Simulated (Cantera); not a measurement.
Input (Python, Cantera) and output of one run.

```python
import numpy as np
import cantera as ct

gas_names = """
    CL CL2 H HCL H2 N NH NH2 NH3 N2 N2H2 N2H4 Si SiCL SiCL2 SiCL3 SiCL4 SiH SiHCL3 SiH2 SiH2CL2 SiH3
    SiH3CL SiH4 SiN Si2 Si2N Si3
""".split()
cond_names = """
    NH4CL(a) NH4CL(b) Si(cr) Si(L) Si3N4(a)
""".split()


# ... load() reads the species with a 1 bar reference pressure and builds the phases ...
atoms = {
    'Si2Cl6': {'Si': 2, 'CL': 6},
    'NH3': {'N': 1, 'H': 3},
    'H2': {'H': 2},
}
top_T = {'Si3N4(a)': 2400}  # K; cautious upper limits of use, not melting points


# ... equilibrate(T, P, feed) seeds the gas with the atoms and calls Mixture.equilibrate('TP', solver="vcs", rtol=1e-11, max_steps=5000) ...
results = []
T = 1325  # K
P = 740  # Pa
for m in [12, 16, 21, 28, 37, 48, 63, 83]:
    feed = {'Si2Cl6': 1, 'NH3': 4.6, 'H2': m}  # mol
    mix = equilibrate(T, P, feed)
    results.append((T, P, feed, dict(zip(mix.species_names, mix.species_moles))))

top = {s: max(r[3][s] / sum(r[3][g] for g in gas_names) for r in results) for s in gas_names}
cols = sorted((s for s in top if top[s] > 0.0001), key=lambda s: -top[s])[:7]
seen = [c for c in cond_names if any(r[3].get(c, 0) > 1e-12 for r in results)]
print("log10 of partial pressures in bar; condensed amounts in mol")
print(f"{'n(H2)':>10s}" + "".join(f"{s[:9]:>10s}" for s in cols + seen))
for T, P, feed, n in results:
    ng = sum(n[g] for g in gas_names)
    print(f"{feed['H2']:10.4g}" + "".join(f"{np.log10(max(n[s] / ng * P / 1e5, 1e-99)):10.3f}" for s in cols)
          + "".join(f"{n.get(c, 0):10.4g}" for c in seen))
```

Output:

```
log10 of partial pressures in bar; condensed amounts in mol
     n(H2)        H2       HCL        N2     SiCL2     SiCL4     SiCL3    SiHCL3  Si3N4(a)
        12    -2.284    -2.743    -3.460    -4.473    -5.035    -5.121    -5.866    0.6131
        16    -2.259    -2.808    -3.537    -4.576    -5.292    -5.301    -6.034    0.6211
        21    -2.236    -2.877    -3.616    -4.685    -5.562    -5.491    -6.212    0.6274
        28    -2.216    -2.960    -3.706    -4.810    -5.873    -5.709    -6.420     0.633
        37    -2.199    -3.047    -3.800    -4.940    -6.195    -5.935    -6.637    0.6374
        48    -2.185    -3.135    -3.893    -5.067    -6.511    -6.156    -6.852    0.6408
        63    -2.174    -3.232    -3.994    -5.205    -6.854    -6.397    -7.087    0.6438
        83    -2.164    -3.335    -4.100    -5.349    -7.213    -6.648    -7.333    0.6463
```

Equilibrium computed with Cantera from the NASA thermochemical tables; the gas is ideal and each condensed phase is pure. The feed counts by its element totals alone. The tables' values for SiCl3 are old estimates; treat these amounts as uncertain.
